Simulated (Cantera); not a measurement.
**Equilibrium for carbothermic reduction: TiO2 + CO**

Charge: 1 mol TiO2, 17 mol CO, at 86000 Pa.

Equilibrium computed with Cantera from the NASA thermochemical tables; the gas is ideal and each condensed phase is pure. Candidate condensed phases: C, Ti, TiC, TiO, TiO2, Ti2O3, Ti3O5, Ti4O7; 15 gas species. Mutual solubility and eutectic melting of coexisting phases are not modelled. Condensed phases not in the tables: Magnéli phases beyond Ti4O7. Equilibrium is a limit: real reactors are often held back by kinetics, nucleation or transport.

```
T (K)  log p CO  log p CO2  n C(graphite)  n TiO2(rutile)  n Ti4O7(s)
-----  --------  ---------  -------------  --------------  ----------
948       -0.33      -0.41           5.29            1.00           0
1023      -0.16      -0.77           2.81            1.00           0
1098      -0.10      -1.23           1.08            1.00           0
1173      -0.08      -1.71          0.381            1.00           0
1248      -0.07      -2.14          0.141            1.00           0
1323      -0.07      -2.54         0.0572            1.00           0
1398      -0.07      -2.54              0           0.774      0.0565
1473      -0.07      -2.34              0           0.642      0.0895
```
log p: log10 of the partial pressure in bar; n: condensed amount in mol.

From 948 K to 1323 K the condensed part is C(graphite) + TiO2(rutile). From 1398 K to 1473 K the condensed part is TiO2(rutile) + Ti4O7(s).
